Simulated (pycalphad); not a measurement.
An equivalent pycalphad script:

```python
from pycalphad import Database, equilibrium, calculate, variables as v
import numpy as np
db = Database('COST507.tdb')
comps = ['AL', 'SI', 'FE', 'VA']
phases = ['AL13FE4', 'AL2FE', 'AL5FE2', 'AL5FE4', 'ALFESI_ALPHA', 'ALFESI_BETA', 'ALFESI_DELTA', 'ALFESI_GAMMA', 'ALFESI_TAU1', 'ALFESI_TAU3', 'BCC_B2', 'DIAMOND_A4', 'FCC_A1', 'FE2SI', 'FE5SI3', 'FESI', 'FESI2_H', 'FESI2_L', 'LIQUID']
eq = equilibrium(db, comps, phases, {v.X('SI'): 0.0723, v.X('FE'): 0.005, v.T: np.arange(1850, 499, -40), v.P: 101325, v.N: 1}, output=['HM', 'SM'])
```

CALPHAD calculation (pycalphad, COST 507 light-alloy database (1999)), 1 atm. These are 1990s assessments: newer ones move some temperatures and phases. Amounts are mole fractions of atoms.

Results at three of the temperatures:

```
T = 1650.00 K, P = 101325 Pa, N = 1 mol of atoms
G = -98970 J/mol, H = 52736 J/mol, S = 91.94 J/(mol K)  (SER reference)
chemical potentials (J/mol): Al -97265, Si -112356, Fe -219999
phase             fraction      x(Al)      x(Si)      x(Fe)
LIQUID              1.0000     0.9227     0.0723     0.0050
```

```
T = 690.00 K, P = 101325 Pa, N = 1 mol of atoms
G = -24427 J/mol, H = 9946 J/mol, S = 49.82 J/(mol K)  (SER reference)
chemical potentials (J/mol): Al -24382, Si -17103, Fe -138688
phase             fraction      x(Al)      x(Si)      x(Fe)
FCC_A1              0.9022     0.9969     0.0031   1.91e-06
DIAMOND_A4          0.0645    2.2e-08     1.0000       none
ALFESI_BETA         0.0333     0.7000     0.1500     0.1500
```

```
T = 650.00 K, P = 101325 Pa, N = 1 mol of atoms
G = -22470 J/mol, H = 8747 J/mol, S = 48.03 J/(mol K)  (SER reference)
chemical potentials (J/mol): Al -22386, Si -15618, Fe -137128
phase             fraction      x(Al)      x(Si)      x(Fe)
FCC_A1              0.9011     0.9981     0.0019    8.4e-07
DIAMOND_A4          0.0656   6.54e-09     1.0000       none
ALFESI_BETA         0.0333     0.7000     0.1500     0.1500
```

Changes of the phase set, refined by bisection:

```
T (°C)                phases above                      phases below
------  --------------------------  --------------------------------
610.7                       liquid                      fcc + liquid
606.8                 fcc + liquid        ALFESI_BETA + fcc + liquid
575.8   ALFESI_BETA + fcc + liquid  ALFESI_BETA + diamond (Si) + fcc
```

Database names, with the compositions (at.%) that they take in these runs: ALFESI_BETA: Al 70 Si 15 Fe 15. FCC_A1 is fcc; DIAMOND_A4 is diamond (Si). An entry "none" or "no" means that the model of the phase leaves that element out.
